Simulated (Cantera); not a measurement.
Feed: 1 mol FeS, 1.7 mol SO₃, 24 mol N₂, at 1448.15 K and 1100000 Pa.

Equilibrium computed with Cantera from the NASA thermochemical tables; the gas is ideal and each condensed phase is pure. Candidate condensed phases: Fe, FeO, FeS, FeSO₄, FeS₂, Fe₂O₃, Fe₂(SO₄)₃, Fe₃O₄, S; 19 gas species. Metal and sulfide melt together well below either melting point, which pure phases cannot show. Mutual solubility and eutectic melting of coexisting phases are not modelled. The tables' stoichiometric FeO is somewhat more stable than real wüstite, so its field is too wide. FeO, FeS: taken at fixed stoichiometry. Equilibrium is a limit: real reactors are often held back by kinetics, nucleation or transport.

Base state: N₂ 0.911, SO₂ 0.0792, S₂ 0.00882, S₂O 0.000745, SO 0.000287 (mole fractions); condensed: FeO(s) + FeS(s).

What changes in the equilibrium state with this change: SO₃ from 1.7 to 0.85 mol?


| species | before | after |
|---|---|---|
| N₂ | 0.911 | 0.953 |
| SO₂ | 0.0792 | 0.0407 |
| S₂ | 0.00882 | 0.00566 |
| S₂O | 0.000745 | 0.000383 |
| SO | 0.000287 | 0.000184 |
| FeO(s), mol | 0.899 | 0.485 |
| FeS(s), mol | 0.101 | 0.515 |
